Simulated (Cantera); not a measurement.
Feed: 1 mol Fe2O3, a varied amount of C, 0.74 mol H2, equilibrated at 1873.15 K and 10.0 mbar.

Cantera equilibrium calculation (NASA polynomials, part measured and part estimated; ideal gas, pure solids and liquids). Candidate condensed phases: C, C6H6, C7H8, C8H18, Fe, Fe(CO)5, FeO, Fe(OH)2, Fe(OH)3, Fe2O3, Fe3O4, H2O; 114 gas species. Each liquid is taken as pure. Iron dissolves carbon and melts from about 1420 K in contact with it, which pure phases cannot show. Mutual solubility and eutectic melting of coexisting phases are not modelled. The tables' stoichiometric FeO is somewhat more stable than real wüstite, so its field is too wide. FeO: taken at fixed stoichiometry. Condensed phases not in the tables: cementite and carbon dissolved in iron. The numbers say what is thermodynamically allowed, not how fast it happens.

log p: log10 of the partial pressure in bar; n: condensed amount in mol.

| n(C) (mol) | log p CO | log p H2 | log p H2O | log p CO2 | n Fe(l) | n FeO(l) | n C(graphite) |
|---|---|---|---|---|---|---|---|
| 0.92 | -2.31 | -2.52 | -2.86 | -3.26 | 0.232 | 1.75 | 0 |
| 1.9 | ___ | -2.72 | ___ | ___ | ___ | ___ | 0 |
| 2.8 | -2.12 | -2.75 | -3.56 | -3.55 | 1.97 | 0 | 0 |
| 3.7 | -2.10 | -2.71 | -8.51 | -8.51 | 1.97 | 0 | ___ |
| 4.7 | -2.10 | -2.71 | -8.51 | -8.51 | 1.97 | 0 | 1.70 |
| 5.6 | -2.10 | -2.71 | -8.51 | -8.51 | 1.97 | 0 | 2.60 |
| 6.6 | -2.10 | -2.71 | -8.51 | -8.51 | 1.97 | 0 | 3.60 |

Fill in the missing entries.


- 3.7, n C(graphite): 0.700
- 1.9, log p CO: -2.19
- 1.9, log p H2O: -3.06
- 1.9, log p CO2: -3.14
- 1.9, n Fe(l): 1.30
- 1.9, n FeO(l): 0.676
